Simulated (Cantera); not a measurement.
Charge: 1 mol (CH₃)₂SiCl₂, 23 mol H₂, equilibrated at 1677 °C and 0.00330 bar.

Method: chemical equilibrium by Gibbs-energy minimisation in Cantera with the NASA 1993 tables (ideal gas, pure condensed phases). Candidate condensed phases: C, C₆H₆, C₇H₈, C₈H₁₈, Si, SiC; 109 gas species. The feed counts by its element totals alone. The tables' values for SiCl are old estimates; treat these amounts as uncertain. Kinetics and transport are ignored.

Base state: H₂ 0.907, HCl 0.0709, H 0.0190, Cl 0.00111, SiCl₂ 0.000638, C₂H₂ (acetylene) 0.000496, Si 0.000327, SiCl 5.32e-5 (mole fractions); condensed: C(graphite) + SiC(s).

Task: What changes in the equilibrium state with this change: (CH₃)₂SiCl₂ replaced by SiH₂Cl₂?

Result: 
| species | before | after |
|---|---|---|
| H₂ | 0.907 | 0.904 |
| HCl | 0.0709 | 0.0579 |
| H | 0.0190 | 0.0190 |
| SiCl₂ | 0.000638 | 0.00941 |
| Si | 0.000327 | 0.00722 |
| C₂H₂ (acetylene) | 0.000496 | 0 |
| Si₃ | 1.36e-9 | 1.45e-5 |
| C(graphite), mol | 1.00 | 0 |
| SiC(s), mol | 0.971 | 0 |
| Si(l), mol | 0 | 0.538 |
Gases not in the tables: Si₂H₆ and higher silanes.

Task: What changes in the equilibrium state with this change: temperature from 1677 °C to 802 °C?

Result: 
```tsv
species	before	after
H₂	0.907	0.926
HCl	0.0709	0.0739
CH₄	1.32e-6	0.000128
H	0.0190	2.46e-7
SiCl₄	1.10e-9	3.63e-5
Si	0.000327	<1e-9
C₂H₂ (acetylene)	0.000496	6.97e-9
Cl	0.00111	1.77e-8
SiCl	5.32e-5	<1e-9
SiH	1.37e-5	<1e-9
C(graphite), mol	1.00	0.998
SiC(s), mol	0.971	0.999
```
